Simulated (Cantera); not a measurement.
A Cantera script and its output.

```python
import numpy as np
import cantera as ct

gas = ct.Solution("gri30.yaml", transport_model="mixture-averaged")
show = ['OH', 'N2', 'C2H2']

rows = []
print(f"{'T/K':>7s}{'rho':>11s}{'cp':>10s}{'mu':>11s}{'lambda':>11s}{'Pr':>7s}" + "".join(f"{'D_' + s:>11s}" for s in show))
for T in [400, 650, 900, 1150, 1400, 1650]:
    gas.TPX = T, 99, {'CO': 0.37}
    Pr = gas.cp_mass * gas.viscosity / gas.thermal_conductivity
    D = [gas.mix_diff_coeffs_mole[gas.species_index(s)] for s in show]
    rows.append([gas.density, gas.cp_mass, gas.viscosity, gas.thermal_conductivity, Pr, *D])
    print(f"{T:7g}{gas.density:11.4e}{gas.cp_mass:10.1f}{gas.viscosity:11.4e}"
          f"{gas.thermal_conductivity:11.4e}{Pr:7.3f}" + "".join(f"{d:11.4e}" for d in D))
print("SI units: kg/m3, J/kg/K, Pa s, W/m/K, m2/s")
```

Result:

```
    T/K        rho        cp         mu     lambda     Pr       D_OH       D_N2     D_C2H2
    400 8.3379e-04    1048.7 2.1957e-05 3.1736e-02  0.726 5.3060e-02 3.4959e-02 2.8483e-02
    650 5.1310e-04    1098.3 3.0695e-05 4.7207e-02  0.714 1.2086e-01 7.9935e-02 6.6444e-02
    900 3.7057e-04    1164.1 3.8082e-05 6.1918e-02  0.716 2.0831e-01 1.3796e-01 1.1558e-01
   1150 2.9001e-04    1211.2 4.4693e-05 7.5693e-02  0.715 3.1321e-01 2.0757e-01 1.7455e-01
   1400 2.3822e-04    1246.1 5.0779e-05 8.8578e-02  0.714 4.3414e-01 2.8779e-01 2.4251e-01
   1650 2.0213e-04    1270.9 5.6478e-05 1.0066e-01  0.713 5.7004e-01 3.7795e-01 3.1885e-01
SI units: kg/m3, J/kg/K, Pa s, W/m/K, m2/s
```

Model: GRI-Mech 3.0 (53 species, 325 reactions), integrated in Cantera.
